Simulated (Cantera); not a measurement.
A perfectly stirred reactor is fed with 99.5 % N2O, 0.547 % H2O, at 26.3 Torr; it is held at 1375 K, and followed from long to short residence time.

Cantera simulation using GRI-Mech 3.0 (53 species, 325 reactions); the numbers are that mechanism's predictions, not measurements. GRI-Mech 3.0 was tuned for natural gas; its chemistry of N2O as a main component is partial and can be far from experiment. Radical loss at walls, strong at low pressure, is not modelled. The mechanism lacks the step 2 NO + O2 → 2 NO2, which can matter for NO2 below about 1400 K. The temperature is held fixed by assumption; the heat of reaction is taken as removed at once.

x: mole fraction; the columns are a selection and need not sum to one.

```tsv
τ (s)	x N2O	x H2O	x NO	x N2	x H2
2.2	0.433	0.00442	0.0638	0.343	6.28e-8
0.48	0.774	0.00505	0.0252	0.135	5.33e-8
0.11	0.933	0.00534	[?]	[?]	5.51e-8
0.023	0.981	0.00543	[?]	[?]	[?]
0.0050	0.992	0.00546	0.000348	0.00178	1.55e-8
0.0011	0.994	0.00547	7.29e-5	0.000379	1.22e-9
0.00024	0.994	0.00547	1.23e-5	7.46e-5	1.70e-11
```

Problem. Complete the blanks.

Solution. 
- 0.11, x NO: 0.00695
- 0.11, x N2: 0.0374
- 0.023, x NO: 0.00155
- 0.023, x N2: 0.00821
- 0.023, x H2: 4.62e-8
